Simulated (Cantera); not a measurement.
Charge: 1 mol C, 0.46 mol H2O, 24 mol H2, equilibrated at 12000 Torr.

Method: chemical equilibrium by Gibbs-energy minimisation in Cantera with the NASA 1993 tables (ideal gas, pure condensed phases). Candidate condensed phases: C, C6H6, C7H8, C8H18, H2O; 110 gas species. Kinetics and transport are ignored.

x: gas mole fraction; n: condensed amount in mol.

```json
[
 {"T (K)": "948", "x H2": "0.938", "x CH4": "0.0426", "x H2O": "0.0196", "x CO": "2.38e-5", "x C2H2 (acetylene)": "<1e-12", "x H": "1.27e-10", "x C2H4": "2.01e-9", "n C(graphite)": "0"},
 {"T (K)": "1048", "x H2": "0.938", "x CH4": "0.0422", "x H2O": "0.0192", "x CO": "0.000352", "x C2H2 (acetylene)": "___", "x H": "1.87e-9", "x C2H4": "2.71e-8", "n C(graphite)": "0"},
 {"T (K)": "1148", "x H2": "0.941", "x CH4": "0.0396", "x H2O": "0.0167", "x CO": "0.00271", "x C2H2 (acetylene)": "___", "x H": "1.74e-8", "x C2H4": "2.07e-7", "n C(graphite)": "0"},
 {"T (K)": "1248", "x H2": "0.948", "x CH4": "0.0328", "x H2O": "0.0102", "x CO": "0.00895", "x C2H2 (acetylene)": "___", "x H": "1.14e-7", "x C2H4": "8.69e-7", "n C(graphite)": "0"},
 {"T (K)": "1348", "x H2": "0.954", "x CH4": "0.0266", "x H2O": "0.00421", "x CO": "0.0148", "x C2H2 (acetylene)": "___", "x H": "5.65e-7", "x C2H4": "2.65e-6", "n C(graphite)": "0"},
 {"T (K)": "1448", "x H2": "0.957", "x CH4": "0.0236", "x H2O": "0.00141", "x CO": "0.0175", "x C2H2 (acetylene)": "___", "x H": "2.25e-6", "x C2H4": "7.92e-6", "n C(graphite)": "0"},
 {"T (K)": "1548", "x H2": "0.959", "x CH4": "0.0226", "x H2O": "0.000464", "x CO": "0.0184", "x C2H2 (acetylene)": "___", "x H": "7.54e-6", "x C2H4": "2.31e-5", "n C(graphite)": "0"},
 {"T (K)": "1648", "x H2": "0.961", "x CH4": "0.0198", "x H2O": "0.000187", "x CO": "0.0186", "x C2H2 (acetylene)": "___", "x H": "2.18e-5", "x C2H4": "4.89e-5", "n C(graphite)": "0.0559"},
 {"T (K)": "1748", "x H2": "0.967", "x CH4": "0.0138", "x H2O": "0.000107", "x CO": "0.0186", "x C2H2 (acetylene)": "___", "x H": "5.62e-5", "x C2H4": "5.73e-5", "n C(graphite)": "0.196"},
 {"T (K)": "1848", "x H2": "0.971", "x CH4": "0.00994", "x H2O": "6.53e-5", "x CO": "0.0186", "x C2H2 (acetylene)": "___", "x H": "0.000131", "x C2H4": "6.57e-5", "n C(graphite)": "0.280"},
 {"T (K)": "1948", "x H2": "0.973", "x CH4": "0.00741", "x H2O": "4.19e-5", "x CO": "0.0186", "x C2H2 (acetylene)": "___", "x H": "0.000279", "x C2H4": "7.41e-5", "n C(graphite)": "0.327"},
 {"T (K)": "2048", "x H2": "0.974", "x CH4": "0.00569", "x H2O": "2.81e-5", "x CO": "0.0185", "x C2H2 (acetylene)": "___", "x H": "0.000552", "x C2H4": "8.25e-5", "n C(graphite)": "0.343"}
]
```

Q: What belongs in the gaps?

A: 
- 1048, x C2H2 (acetylene): 9.75e-12
- 1148, x C2H2 (acetylene): 4.83e-10
- 1248, x C2H2 (acetylene): 9.69e-9
- 1348, x C2H2 (acetylene): 1.12e-7
- 1448, x C2H2 (acetylene): 1.06e-6
- 1548, x C2H2 (acetylene): 8.42e-6
- 1648, x C2H2 (acetylene): 4.30e-5
- 1748, x C2H2 (acetylene): 0.000109
- 1848, x C2H2 (acetylene): 0.000250
- 1948, x C2H2 (acetylene): 0.000524
- 2048, x C2H2 (acetylene): 0.00102
